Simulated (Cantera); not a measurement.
Cantera with NASA thermochemical tables; ideal gases at 1 bar, condensed phases pure. Values are per mole of reaction as written; species without (g) are pure solids or liquids, kept so even where they would boil at 1 bar.

a) 2 Pb + O2(g) ⇌ 2 PbO(g)
b) 2 Ti + O2(g) ⇌ 2 TiO(g)
c) 1.143 Ti + O2(g) ⇌ 0.2857 Ti4O7

Question: Order these by ΔG° at 2098 K, most negative first.

Answer: c (-612 kJ), b (-260 kJ), a (-97 kJ)
